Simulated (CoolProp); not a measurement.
Vapour-liquid equilibrium of CH2F2 (R32) (1) + R1234yf (2) at 8.55 °C; x and y are mole fractions of (1).

The numbers come from the multi-fluid Helmholtz-energy mixture model, Tillner-Roth 1997 and Lemmon 2022; pair parameters Bell 2023 in CoolProp.

```tsv
x	bubble pressure, mixture model (kPa)	bubble pressure, Raoult's law (kPa)	y, mixture model	y, Raoult's law
0.05	467.6	450.2	0.137	0.118
0.125	539.9	498.3	0.296	0.266
0.2	?	546.5	0.415	0.388
0.275	?	594.6	0.507	0.490
0.35	730.3	642.7	0.581	0.577
0.425	783.4	690.9	0.642	0.652
0.5	831.7	739.0	0.694	0.717
0.575	875.6	787.2	0.741	0.774
0.65	915.6	835.3	?	0.825
0.725	952.3	883.5	0.826	0.870
0.8	985.9	931.6	0.869	0.910
0.875	1017	979.7	0.914	0.947
0.95	1044	1028	0.963	0.980
```

Question: Some entries are withheld; supply them.

Answer: 
- 0.2, bubble pressure, mixture model (kPa): 608.3
- 0.275, bubble pressure, mixture model (kPa): 671.9
- 0.65, y, mixture model: 0.784

The largest gap from Raoult's law is +13.6 % in bubble pressure, at x = 0.35. No azeotrope shows between x = 0.05 and 0.95.

Pair parameters are fitted to limited data, so mixtures are less certain than the pure fluids.
